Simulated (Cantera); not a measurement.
An adiabatic, constant-pressure homogeneous reactor starts with CH4 : O2 : N2 = 1 : 1.11 : 4.78 (molar parts), at 1300 K and 10.0 bar. Integrator tolerance rtol = 1e-08.

Computed with Cantera and GRI-Mech 3.0 (53 species, 325 reactions).

Q: What does this change do: pressure from 10.0 bar to 1.70 bar?

A: 
```csv
quantity,before,after
time of steepest temperature rise,2.28 ms,12.0 ms
temperature at 0.200 s,2414 K,2397 K
equilibrium temperature,2414 K,2397 K
x(CH4) at 0.200 s,6.33e-10 (gas-phase equilibrium 7.11e-10),1.93e-11 (gas-phase equilibrium 2.18e-11)
x(O2) at 0.200 s,1.93e-6 (gas-phase equilibrium 1.93e-6),9.47e-6 (gas-phase equilibrium 9.47e-6)
x(C2H4) at 0.200 s,<1e-12 (gas-phase equilibrium <1e-12),<1e-12 (gas-phase equilibrium <1e-12)
x(NO) at 0.200 s,5.28e-5 (gas-phase equilibrium 5.28e-5),0.000113 (gas-phase equilibrium 0.000113)
x(HCO) at 0.200 s,3.28e-7 (gas-phase equilibrium 3.28e-7),1.27e-7 (gas-phase equilibrium 1.27e-7)
```

Q: What does this change do: 0.32 parts CO2 added?

A: 
```
quantity                                                              before                                      after
---------------------------------  -----------------------------------------  -----------------------------------------
time of steepest temperature rise                                    2.28 ms                                    2.45 ms
temperature at 0.200 s                                                2414 K                                     2339 K
equilibrium temperature                                               2414 K                                     2339 K
x(CH4) at 0.200 s                  6.33e-10 (gas-phase equilibrium 7.11e-10)  4.31e-10 (gas-phase equilibrium 4.82e-10)
x(O2) at 0.200 s                     1.93e-6 (gas-phase equilibrium 1.93e-6)    1.84e-6 (gas-phase equilibrium 1.84e-6)
x(C2H4) at 0.200 s                     <1e-12 (gas-phase equilibrium <1e-12)      <1e-12 (gas-phase equilibrium <1e-12)
x(NO) at 0.200 s                     5.28e-5 (gas-phase equilibrium 5.28e-5)    4.37e-5 (gas-phase equilibrium 4.37e-5)
x(HCO) at 0.200 s                    3.28e-7 (gas-phase equilibrium 3.28e-7)    2.65e-7 (gas-phase equilibrium 2.65e-7)
```

Q: What does this change do: initial temperature 1300 to 1398 K?

A: 
| quantity | before | after |
|---|---|---|
| time of steepest temperature rise | 2.28 ms | 0.791 ms |
| temperature at 0.200 s | 2414 K | 2499 K |
| equilibrium temperature | 2414 K | 2499 K |
| x(CH4) at 0.200 s | 6.33e-10 (gas-phase equilibrium 7.11e-10) | 4.33e-10 (gas-phase equilibrium 4.86e-10) |
| x(O2) at 0.200 s | 1.93e-6 (gas-phase equilibrium 1.93e-6) | 4.61e-6 (gas-phase equilibrium 4.61e-6) |
| x(C2H4) at 0.200 s | <1e-12 (gas-phase equilibrium <1e-12) | <1e-12 (gas-phase equilibrium <1e-12) |
| x(NO) at 0.200 s | 5.28e-5 (gas-phase equilibrium 5.28e-5) | 9.52e-5 (gas-phase equilibrium 9.52e-5) |
| x(HCO) at 0.200 s | 3.28e-7 (gas-phase equilibrium 3.28e-7) | 4.24e-7 (gas-phase equilibrium 4.24e-7) |
